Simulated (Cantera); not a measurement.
A closed system holds: 1 mol CO, 15 mol H2, equilibrated at 26.3 Torr.

These are equilibrium values from Cantera (NASA tables, ideal gas, pure condensed phases), not measurements of a reactor. Candidate condensed phases: C, C6H6, C7H8, C8H18, H2O; 110 gas species. The numbers say what is thermodynamically allowed, not how fast it happens. All values below are at 1523 K.

Base state: H2 0.937, CO 0.0625, H 0.000120, H2O 1.48e-5, CH4 1.43e-5 (mole fractions); condensed: gas only.

### Question
What changes in the equilibrium state with this change: CO replaced by C2H5OH?

### Answer
```csv
species,before,after
H2,0.937,0.947
CO,0.0625,0.0526
H,0.000120,0.000120
CH4,1.43e-5,7.23e-5
C2H2 (acetylene),4.50e-7,1.12e-5
H2O,1.48e-5,2.54e-6
"C(graphite), mol",0,0.998
```
